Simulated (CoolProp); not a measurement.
Carbon monoxide along the isobar 6510 kPa: density (kg/m³) from the reference equation and from simpler models built on Tc = -140.3 °C, pc = 3498 kPa, ω = 0.050; each cubic takes its own stable root.

Computed with CoolProp (reference Helmholtz-energy equation of state, Lemmon 2006). It is a short technical equation, of lower accuracy than the large ones.

```
T (°C)           phase  reference  van der Waals  Peng-Robinson
-------  -------------  ---------  -------------  -------------
-190.35         liquid      803.3          560.1          906.6
-172.45         liquid      726.8          515.6          814.5
-154.55         liquid      634.2              ?          691.3
-136.75  supercritical      500.5          389.6          509.4
-118.85  supercritical      268.1          281.6          272.7
-100.95  supercritical      177.1          190.8          182.6
-83.15   supercritical      141.5          150.1          145.3
-65.25   supercritical      120.5          126.8          123.2
-47.35   supercritical          ?          111.0          108.2
-29.45   supercritical      95.44              ?          97.03
```

Problem. Some entries are withheld; supply them.

Solution. 
- -154.55, van der Waals: 461.4
- -47.35, reference: 106.1
- -29.45, van der Waals: 99.42
